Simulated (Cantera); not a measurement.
Feed: 1 mol CF4, 1.6 mol HCl, 1.1 mol H2, 0.6 mol F2, held at 0.000180 bar.

Points: T (K) = 800, 950, 1100, 1250, 1400, 1550, 1700, 1850, 2000, 2150.

Cantera's Mixture.equilibrate('TP', solver="vcs", rtol=1e-11, max_steps=5000) on the NASA tables stopped like this:

```
ERROR: FAILURE its = 5001!

*******************************************************************************
CanteraError thrown by MultiPhase::equilibrate:
VCS solver failed. Return code: -1
*******************************************************************************
```

What got this run through?

Several could match; the one computed here: The failure is numerical, not chemical. The same input converged with solver="gibbs", rtol=1e-10, max_steps=50000, and the result passed a check of the equilibrium conditions:
```
log10 of partial pressures in bar; condensed amounts in mol
       T/K        HF       HCL        CL         F       CF4       CL2       CF2        CF     CCLF3     C(gr)
       800    -4.048    -4.221    -7.957   -16.467    -4.541    -5.857   -15.237   -25.477    -6.998    0.2677
       950    -3.996    -4.337    -6.313   -13.229    -4.604    -5.121   -12.347   -20.455    -6.744    0.3511
      1100    -3.946    -4.547    -5.265   -10.885    -4.699    -4.892   -10.276   -16.821    -6.748    0.4585
      1250    -3.927    -4.874    -4.627    -9.112    -4.813    -5.038    -8.728   -14.075    -6.940    0.5527
      1400    -3.927    -5.387    -4.368    -7.720    -4.912    -5.643    -7.521   -11.923    -7.342    0.6175
      1550    -3.927    -5.964    -4.314    -6.589    -4.957    -6.445    -6.534   -10.183    -7.795    0.6386
      1700    -3.931    -6.476    -4.310    -5.664    -5.026    -7.187    -5.741    -8.761    -8.233     0.635
      1850    -3.953    -6.879    -4.330    -4.957    -5.355    -7.858    -5.215    -7.640    -8.827    0.6377
      2000    -3.982    -7.009    -4.358    -4.590    -6.572    -8.453    -5.239    -6.924   -10.048    0.7745
      2150    -3.993    -6.886    -4.369    -4.480    -8.444    -8.939    -5.674    -6.516   -11.702    0.9091
```

The gas is ideal and each condensed phase is pure. Condensed phases not in the tables: fluorocarbon polymer. Gases not in the tables: C2F6 and larger saturated fluorocarbons.
